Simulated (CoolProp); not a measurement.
Normal hydrogen along the isotherm 25.8 K: Z from the reference equation and from simpler models built on Tc = 33.1 K, pc = 1.296 MPa, ω = -0.219; each cubic takes its own stable root.

Values from CoolProp's reference Helmholtz-energy equation of state, Leachman 2009.

| p (MPa) | phase | reference |
|---|---|---|
| 0.041 | gas | 0.9802 |
| 0.0662 | gas | 0.9678 |
| 0.107 | gas | 0.9469 |
| 0.173 | gas | 0.9113 |
| 0.279 | gas | 0.8476 |
| 0.451 | liquid | 0.06663 |
| 0.729 | liquid | 0.1065 |
| 1.18 | liquid | 0.1697 |
| 1.9 | liquid | 0.2675 |
| 3.07 | liquid | 0.4203 |
| 4.97 | liquid | 0.6566 |
| 8.02 | liquid | 1.015 |
| 13 | liquid | 1.565 |

**Question.** How far does each simpler model (van der Waals, Redlich-Kwong, Soave-Redlich-Kwong, Peng-Robinson) lie from the reference over these 13 states: mean and median of the absolute difference, and the worst?

**Answer.** 
- van der Waals: mean 15.9 %, median 24.2 %, worst +26.8 % at 25.8 K and 0.451 MPa
- Redlich-Kwong: mean 13.9 %, median 10.1 %, worst -95.7 % at 25.8 K and 0.279 MPa
- Soave-Redlich-Kwong: mean 3.5 %, median 4.1 %, worst -7.0 % at 25.8 K and 8.02 MPa
- Peng-Robinson: mean 9.9 %, median 14.7 %, worst -16.7 % at 25.8 K and 8.02 MPa

At some of these states Redlich-Kwong gives the other phase, because its saturation line lies elsewhere.
